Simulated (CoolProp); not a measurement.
Vapour-liquid equilibrium of nitrogen (1) + oxygen (2) at -155.95 °C; x and y are mole fractions of (1).

Computed with CoolProp (multi-fluid Helmholtz-energy mixture model, Span 2000 and Schmidt 1985; pair parameters Gernert 2013).

| x | bubble pressure, mixture model (MPa) | bubble pressure, Raoult's law (MPa) | y, mixture model | y, Raoult's law |
|---|---|---|---|---|
| 0.05 | 0.9359 | 0.9313 | 0.108 | 0.117 |
| 0.15 | 1.070 | 1.062 | 0.279 | 0.307 |
| 0.25 | 1.197 | 1.193 | 0.411 | 0.456 |
| 0.35 | … | 1.324 | … | 0.575 |
| 0.45 | … | 1.455 | … | 0.673 |
| 0.55 | 1.567 | 1.586 | … | 0.754 |
| 0.65 | 1.693 | 1.717 | … | 0.824 |
| 0.75 | … | 1.848 | 0.837 | 0.883 |
| 0.85 | 1.957 | 1.979 | 0.904 | 0.934 |
| 0.95 | 2.100 | 2.110 | 0.968 | 0.979 |

**Question.** Some entries are withheld; supply them.

**Answer.** 
- 0.35, bubble pressure, mixture model (MPa): 1.322
- 0.35, y, mixture model: 0.519
- 0.45, bubble pressure, mixture model (MPa): 1.444
- 0.45, y, mixture model: 0.612
- 0.55, y, mixture model: 0.693
- 0.65, y, mixture model: 0.768
- 0.75, bubble pressure, mixture model (MPa): 1.822

The largest gap from Raoult's law is -1.4 % in bubble pressure, at x = 0.65. No azeotrope shows between x = 0.05 and 0.95.

The pair parameters rest on a limited set of measurements; away from them the model extrapolates. The gap from Raoult's law changes sign with composition, which may be real or a fault of the pair parameters; it wasn't checked against measurements.
